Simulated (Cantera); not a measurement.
# Silicon carbide growth: (CH3)2SiCl2 + H2 + CH4

Charge: 1 mol (CH3)2SiCl2, 380 mol H2, 0.084 mol CH4, held at 1977 °C.

Method: chemical equilibrium by Gibbs-energy minimisation in Cantera with the NASA 1993 tables (ideal gas, pure condensed phases). Candidate condensed phases: C, C6H6, C7H8, C8H18, Si, SiC; 109 gas species. The feed counts by its element totals alone. The tables' values for SiCl are old estimates; treat these amounts as uncertain. Gases not in the tables: Si2H6 and higher silanes. Equilibrium is a limit: real reactors are often held back by kinetics, nucleation or transport.

```tsv
P (Pa)	x H2	x H	x HCl	x C2H2 (acetylene)	x Si	x Cl	n SiC(s)
100	0.783	0.208	0.00390	0.00218	0.00209	0.000749	0
270	0.858	0.132	0.00436	0.00230	0.00215	0.000486	0
720	0.907	0.0833	0.00465	0.00237	0.00215	0.000310	0
1900	0.938	0.0522	0.00484	0.00240	0.00206	0.000195	0
5200	0.959	0.0319	0.00496	0.00231	0.00167	0.000119	0.108
14000	0.972	0.0196	0.00505	0.00182	0.000704	7.35e-5	0.597
37000	0.981	0.0121	0.00510	0.00158	0.000287	4.55e-5	0.807
100000	0.986	0.00737	0.00513	0.00144	0.000112	2.78e-5	0.898
```
x: gas mole fraction; n: condensed amount in mol.

From 1.00 mbar to 19.0 mbar nothing is condensed. From 52.0 mbar to 1.00 bar the condensed part is SiC(s). The main Si-bearing gas is Si throughout.
